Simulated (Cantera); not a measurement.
**Carbothermic reduction: Cu2O + C + CO**

Charge: 1 mol Cu2O, 2.3 mol C, 0.13 mol CO, at 340000 Pa.

Equilibrium computed with Cantera from the NASA thermochemical tables; the gas is ideal and each condensed phase is pure. Candidate condensed phases: C, Cu, CuO, Cu2O; 15 gas species. The numbers say what is thermodynamically allowed, not how fast it happens.

From 1950 °C to 2400 °C the condensed part is C(graphite) + Cu(l). The main Cu-bearing gas is Cu throughout. The share of Cu in condensed phases is highest at 1950 °C (99.5 %) and lowest at 2400 °C (91.2 %).

```tsv
T (°C)	log p CO	log p Cu	log p Cu2	log p CO2	n C(graphite)	n Cu(l)
1950	0.53	-1.56	-3.65	-3.95	1.30	1.99
2025	0.53	-1.32	-3.33	-4.07	1.30	1.98
2100	0.52	-1.10	-3.03	-4.19	1.30	1.97
2175	0.51	-0.90	-2.76	-4.31	1.30	1.96
2250	0.51	-0.71	-2.50	-4.43	1.30	1.93
2325	0.49	-0.53	-2.25	-4.54	1.30	1.89
2400	0.47	-0.35	-2.02	-4.67	1.30	1.82
```
log p: log10 of the partial pressure in bar; n: condensed amount in mol.
